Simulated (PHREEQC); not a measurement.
Consider water at 25 °C with 0.087 mol KHCO3, 2.8e-05 mol Na2B4O7 and 0.011 mol KCl per kg of water. Closed to the air; pH follows from the charge balance.

Model: ion-association model, phreeqc.dat, run in PHREEQC.

Each row changes one thing in this solution. No solid was allowed to form.

```json
[
 {"case": "as made", "pH": "8.14", "ionic strength (mol/kgw)": "0.0992", "CO3-2 (mol/kgw)": "0.00112", "CO2 (mol/kgw)": "0.00107", "H3BO3 (mol/kgw)": "0.000102", "Na+ (mol/kgw)": "5.40e-5", "SI of Sylvite (KCl)": "-4.10", "SI of Halite (NaCl)": "-8.02"},
 {"case": "0.0044 mol/kgw KOH added", "pH": "8.77", "ionic strength (mol/kgw)": "0.107", "CO3-2 (mol/kgw)": "0.00466", "CO2 (mol/kgw)": "0.000243", "H3BO3 (mol/kgw)": "7.77e-5", "Na+ (mol/kgw)": "5.28e-5", "SI of Sylvite (KCl)": "…", "SI of Halite (NaCl)": "-8.03"},
 {"case": "Na2B4O7 from 2.8e-05 to 5.6e-05 mol/kgw", "pH": "8.15", "ionic strength (mol/kgw)": "0.0993", "CO3-2 (mol/kgw)": "0.00114", "CO2 (mol/kgw)": "0.00105", "H3BO3 (mol/kgw)": "0.000203", "Na+ (mol/kgw)": "0.000108", "SI of Sylvite (KCl)": "-4.10", "SI of Halite (NaCl)": "-7.72"},
 {"case": "Na2B4O7 from 2.8e-05 to 2.52e-05 mol/kgw", "pH": "8.14", "ionic strength (mol/kgw)": "0.0992", "CO3-2 (mol/kgw)": "0.00111", "CO2 (mol/kgw)": "0.00107", "H3BO3 (mol/kgw)": "9.13e-5", "Na+ (mol/kgw)": "4.86e-5", "SI of Sylvite (KCl)": "-4.10", "SI of Halite (NaCl)": "-8.06"},
 {"case": "temperature from 25 to 50 °C", "pH": "8.02", "ionic strength (mol/kgw)": "0.0993", "CO3-2 (mol/kgw)": "0.00124", "CO2 (mol/kgw)": "0.00120", "H3BO3 (mol/kgw)": "9.99e-5", "Na+ (mol/kgw)": "5.32e-5", "SI of Sylvite (KCl)": "…", "SI of Halite (NaCl)": "-8.05"}
]
```

Task: Fill in the missing entries.

Result: 
- 0.0044 mol/kgw KOH added, SI of Sylvite (KCl): -4.09
- temperature from 25 to 50 °C, SI of Sylvite (KCl): -4.22

Constants without temperature data keep their 25 °C values here.
